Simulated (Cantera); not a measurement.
A freely propagating, adiabatic, planar premixed flame of CO : H2 : CH4 : O2 : N2 = 1 : 0.12 : 0.033 : 0.569 : 1.54 (molar parts), equivalence ratio 1.1, unburnt at 450 K and 0.132 atm; mixture-averaged transport, grid criteria slope 0.08 and curve 0.16, no radiation.

Model: GRI-Mech 3.0 (53 species, 325 reactions), integrated in Cantera. Burning velocities carry a grid error of a few per cent, more on coarse grids.

### Question
What does this change do: CH4 0.033 to 0.025 parts?

### Answer
```csv
quantity,before,after
laminar burning velocity,183 cm/s,176 cm/s
thermal thickness,5.66 mm,6.26 mm
peak x(CH2O),7.35e-5,5.38e-5
peak x(C2H6),9.84e-7,5.55e-7
```
